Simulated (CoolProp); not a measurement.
Vapour-liquid equilibrium of propane (1) + isopentane (2) at -43.15 °C; x and y are mole fractions of (1).

Values from CoolProp's multi-fluid Helmholtz-energy mixture model, Lemmon 2009 and Lemmon 2006; pair parameters Kunz 2012.

```tsv
x	bubble pressure (bar)	y at the bubble point	dew pressure at overall composition x (bar)	liquid density (mol/L)
0.05	…	0.676	0.03700	9.543
0.2	0.2719	0.892	0.04376	…
0.35	0.4097	…	0.05354	10.47
0.5	0.5363	0.962	0.06894	11.06
0.65	0.6608	0.977	0.09671	11.71
0.8	0.7878	…	…	12.38
0.95	…	0.997	…	…
```

Task: Fill in the missing entries.

Result: 
- 0.05, bubble pressure (bar): 0.1039
- 0.2, liquid density (mol/L): 9.959
- 0.35, y at the bubble point: 0.939
- 0.8, y at the bubble point: 0.988
- 0.8, dew pressure at overall composition x (bar): 0.1615
- 0.95, bubble pressure (bar): 0.9210
- 0.95, dew pressure at overall composition x (bar): 0.4640
- 0.95, liquid density (mol/L): 13.01

No azeotrope shows between x = 0.05 and 0.95.

The pair parameters rest on a limited set of measurements; away from them the model extrapolates.
